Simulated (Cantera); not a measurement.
Silicon carbide growth: Si(CH3)4 + C2H2 + H2

A closed system holds: 1 mol Si(CH3)4, 0.075 mol C2H2, 400 mol H2, held at 1.00 bar.

Equilibrium computed with Cantera from the NASA thermochemical tables; the gas is ideal and each condensed phase is pure. Candidate condensed phases: C, C6H6, C7H8, C8H18, Si, SiC; 87 gas species. The numbers say what is thermodynamically allowed, not how fast it happens.

At 1248 K the condensed part is SiC(s). From 1323 K to 1848 K the condensed part is C(graphite) + SiC(s).

```
T (K)  log p H2  log p CH4  log p H  log p C2H2 (acetylene)  log p CH3  log p C2H4  log p SiH2  n SiC(s)  n C(graphite)
-----  --------  ---------  -------  ----------------------  ---------  ----------  ----------  --------  -------------
1248       0.00      -2.11    -6.33                   -6.91      -7.15       -6.14      -10.03     1.000              0
1323       0.00      -2.17    -5.80                   -6.09      -6.68       -5.76       -9.43     1.000          0.443
1398       0.00      -2.36    -5.33                   -5.61      -6.39       -5.68       -8.76     1.000           1.40
1473       0.00      -2.53    -4.90                   -5.19      -6.13       -5.62       -8.16     1.000           1.96
1548       0.00      -2.69    -4.51                   -4.81      -5.89       -5.55       -7.62     1.000           2.31
1623       0.00      -2.83    -4.16                   -4.46      -5.68       -5.50       -7.13     1.000           2.52
1698       0.00      -2.96    -3.84                   -4.14      -5.49       -5.45       -6.69     1.000           2.64
1773       0.00      -3.08    -3.55                   -3.85      -5.31       -5.40       -6.28     1.000           2.69
1848       0.00      -3.18    -3.28                   -3.59      -5.15       -5.36       -5.91     0.999           2.67
```
log p: log10 of the partial pressure in bar; n: condensed amount in mol.
